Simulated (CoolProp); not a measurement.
A single-stage vapour-compression cycle with R365MFC: evaporating at 324.15 K (dew point), condensing at 378.15 K (bubble point), superheat 2 K, subcooling 5 K, compressor efficiency 0.65, no pressure losses. Each further row changes one setting.

Computed with CoolProp (reference Helmholtz-energy equation of state, Lemmon 2016).

```tsv
case	cooling COP	pressure ratio	discharge temperature (K)	refrigerating effect (kJ/kg)	volumetric capacity (kJ/m³)
as stated	2.90	4.49	378.1	112	953
evaporating temperature 329.15 K	3.37	3.82	378.1	116	1160
condensing temperature 373.15 K	3.35	3.99	373.2	119	1020
subcooling 10 K	3.11	4.49	378.1	119	1020
superheat 12 K	3.00	4.49	381.9	122	1010
compressor efficiency 0.55	2.46	4.49	378.1	112	953
```

The compression ends wet for: as stated; evaporating temperature 329.15 K; condensing temperature 373.15 K; subcooling 10 K; compressor efficiency 0.55.
